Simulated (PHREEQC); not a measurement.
A solution holds 0.55 mol/kgw MgSO4 and 0.093 mol/kgw NaHCO3, at 7.6 °C. Closed to the air; pH follows from the charge balance.

Model: Pitzer model, pitzer.dat, run in PHREEQC.

Q: The ionic strength comes out as 2.29 mol/kgw. What activity coefficients do MgOH+, Na+, Mg+2, CO3-2, SO4-2 get?

A: MgOH+ 0.52, Na+ 0.65, Mg+2 0.16, CO3-2 0.014, SO4-2 0.037. Single-ion values are on the MacInnes scale.

No solid was allowed to form. Examples of supersaturated solids here: Magnesite (slow to form). Others may be too. Complexes and solids missing from the database can't appear. In brines, pH and single-ion activities rest on the MacInnes convention. At this temperature some constants are extrapolated from 25 °C, and those without enthalpy data are left unchanged.
